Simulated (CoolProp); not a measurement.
The fluid at 353.29 K and 1.42 MPa expands adiabatically to 0.119 MPa with isentropic efficiency 1. The same conditions are run with several fluids, on thermodynamics alone (safety and materials aside).

Values from CoolProp's reference Helmholtz-energy equation of state of each fluid (propylene: Lemmon 2013; CF4 (R14): Platzer 1990; R1132(E): Akasaka 2024; CH3F (R41): Lemmon 2006; methane: Setzmann 1991). The equations of Platzer and Polt are older, rougher fits.

```tsv
fluid	work (kJ/kg)	final temperature (K)	final density (kg/m³)
propylene	136	249.4	2.49
CF4 (R14)	69.1	249.3	5.09
R1132(E)	90.0	244.3	3.86
CH3F (R41)	155	200.0	2.55
methane	340	194.7	1.19
```
